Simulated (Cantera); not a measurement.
**Carbothermic reduction: CuO + C + CO + CH4**

A closed system holds: 1 mol CuO, 1.2 mol C, 0.51 mol CO, 2.6 mol CH4, held at 2350 °C and 6.00 mbar.

Method: chemical equilibrium by Gibbs-energy minimisation in Cantera with the NASA 1993 tables (ideal gas, pure condensed phases). Candidate condensed phases: C, C6H6, C7H8, C8H18, Cu, CuO, Cu(OH)2, Cu2O, H2O; 113 gas species. Kinetics and transport are ignored.

| Property | Value |
|---|---|
| x(H2) | 0.384 |
| x(H) | 0.337 |
| x(CO) | 0.163 |
| x(Cu) | 0.108 |
| x(C2H2 (acetylene)) | 0.00681 |
| x(C2H) | 0.000550 |
| x(C3) | 0.000512 |
| x(C) | 0.000139 |
| x(C4H2) | 5.01e-5 |
| n(C(graphite)) | 2.64 mol |
| gas amount | 9.284 mol |
| log10 activity of Cu(l) (absent) | -2.72 |
